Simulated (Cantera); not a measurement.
A Cantera script and what it prints.

```python
import numpy as np
import cantera as ct

gas_names = """
    H2O H CrO3
""".split()
cond_names = """
    Cr(cr) Cr(L)
""".split()


# ... load() reads the species with a 1 bar reference pressure and builds the phases ...
species = {s.name: s for s in load("nasa_gas.yaml", gas_names) + load("nasa_condensed.yaml", cond_names)}
# Each term lists the table entries of one substance; the one whose range holds T is used.
reactions = {
    'Cr + 3 H2O(g) = 6 H(g) + CrO3(g)':
        [(-1, ['Cr(cr)', 'Cr(L)']), (-3, ['H2O']), (6, ['H']), (1, ['CrO3'])],
}


def pick(names, T):
    return next(species[n] for n in names if species[n].thermo.min_temp <= T <= species[n].thermo.max_temp)


results = []
for label, terms in reactions.items():
    print(label)
    print("     T/K   dH/kJ  dS/(J/K)   dG/kJ   log10 K")
    for T in [300, 1750, 1900, 2050, 2200, 2350, 2500, 2650, 2800, 2950]:
        used = [(nu, pick(names, T)) for nu, names in terms]
        dH = sum(nu * s.thermo.h(T) for nu, s in used) / 1e6
        dS = sum(nu * s.thermo.s(T) for nu, s in used) / 1e3
        dG = dH - T * dS / 1e3
        logK = -dG * 1e6 / (ct.gas_constant * T * np.log(10))
        results.append((label, T, dH, dS, dG, logK, [s.name for _, s in used]))
        print(f"{T:8g} {dH:8.1f} {dS:8.1f} {dG:8.1f} {logK:8.2f}")
```

Output:

```
Cr + 3 H2O(g) = 6 H(g) + CrO3(g)
     T/K   dH/kJ  dS/(J/K)   dG/kJ   log10 K
     300   1740.7    364.8   1631.3  -284.02
    1750   1802.6    452.1   1011.4   -30.19
    1900   1803.7    452.7    943.6   -25.94
    2050   1803.8    452.7    875.7   -22.31
    2200   1783.6    443.3    808.4   -19.19
    2350   1784.7    443.7    741.9   -16.49
    2500   1785.4    444.0    675.3   -14.11
    2650   1785.8    444.2    608.7   -12.00
    2800   1785.9    444.2    542.1   -10.11
    2950   1785.7    444.2    475.4    -8.42
```

Standard-state values (1 bar) from the NASA 1993 polynomials, evaluated with Cantera. Condensed species are held in their standard states even where they would react or evaporate.
